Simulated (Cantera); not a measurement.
Input: 1 mol CCl4, 0.55 mol F2, equilibrated at 1225 °C and 10.0 mbar.

Cantera equilibrium calculation (NASA polynomials, part measured and part estimated; ideal gas, pure solids and liquids). Candidate condensed phases: C; 27 gas species. Gases not in the tables: C2F6 and larger saturated fluorocarbons. The numbers say what is thermodynamically allowed, not how fast it happens.

Base state: Cl2 0.496, Cl 0.406, CF4 0.0923, CClF3 0.00527, CCl2F2 0.000251, CF2 0.000126, ClF 8.72e-5, F 3.33e-5 (mole fractions); condensed: C(graphite).

What changes in the equilibrium state with this change: CCl4 replaced by CF4?


| species | before | after |
|---|---|---|
| F | 3.33e-5 | 0.523 |
| CF4 | 0.0923 | 0.476 |
| F2 | <1e-9 | 0.000375 |
| Cl2 | 0.496 | 0 |
| Cl | 0.406 | 0 |
| CClF3 | 0.00527 | 0 |
| CCl2F2 | 0.000251 | 0 |
| CF2 | 0.000126 | <1e-9 |
| ClF | 8.72e-5 | 0 |
| CF3 | 1.62e-5 | 5.34e-9 |
| C(graphite), mol | 0.721 | 0 |

What changes in the equilibrium state with this change: pressure from 10.0 mbar to 1.20 mbar?


```tsv
species	before	after
Cl	0.406	0.730
Cl2	0.496	0.192
CF4	0.0923	0.0753
CCl2F2	0.000251	3.04e-5
F	3.33e-5	0.000155
C(graphite), mol	0.721	0.723
```
